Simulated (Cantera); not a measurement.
What does this Cantera script print?

```python
import numpy as np
import cantera as ct

gas_names = """
    H HO2 H2 H2O H2O2 O OH O2 O3 Pb PbO Pb2
""".split()
cond_names = """
    H2O(s) H2O(L) Pb(cr) Pb(L) PbO(rd) PbO(yw) PbO(L) PbO2(s) Pb3O4(s)
""".split()


# ... load() reads the species with a 1 bar reference pressure and builds the phases ...
atoms = {
    'Pb': {'Pb': 1},
    'O2': {'O': 2},
    'H2': {'H': 2},
}
top_T = {'Pb3O4(s)': 820}  # K; cautious upper limits of use, not melting points


# ... equilibrate(T, P, feed) seeds the gas with the atoms and calls Mixture.equilibrate('TP', solver="vcs", rtol=1e-11, max_steps=5000) ...
results = []
feed = {'Pb': 1, 'O2': 0.001, 'H2': 150}  # mol
P = 10000  # Pa
for T in [773, 873, 973, 1073, 1173, 1273, 1373]:
    mix = equilibrate(T, P, feed)
    results.append((T, P, feed, dict(zip(mix.species_names, mix.species_moles))))

top = {s: max(r[3][s] / sum(r[3][g] for g in gas_names) for r in results) for s in gas_names}
cols = sorted((s for s in top if top[s] > 0.001), key=lambda s: -top[s])[:6]
seen = [c for c in cond_names if any(r[3].get(c, 0) > 1e-12 for r in results)]
print("log10 of partial pressures in bar; condensed amounts in mol")
print(f"{'T/K':>10s}" + "".join(f"{s[:9]:>10s}" for s in cols + seen))
for T, P, feed, n in results:
    ng = sum(n[g] for g in gas_names)
    print(f"{T:10.4g}" + "".join(f"{np.log10(max(n[s] / ng * P / 1e5, 1e-99)):10.3f}" for s in cols)
          + "".join(f"{n.get(c, 0):10.4g}" for c in seen))
```

It prints:

```
log10 of partial pressures in bar; condensed amounts in mol
       T/K        H2        Pb     Pb(L)
       773    -1.000    -7.637         1
       873    -1.000    -6.197     0.999
       973    -1.000    -5.058    0.9869
      1073    -1.000    -4.136    0.8903
      1173    -1.002    -3.375    0.3646
      1273    -1.003    -3.179         0
      1373    -1.003    -3.179         0
```

These are equilibrium values from Cantera (NASA tables, ideal gas, pure condensed phases), not measurements of a reactor.
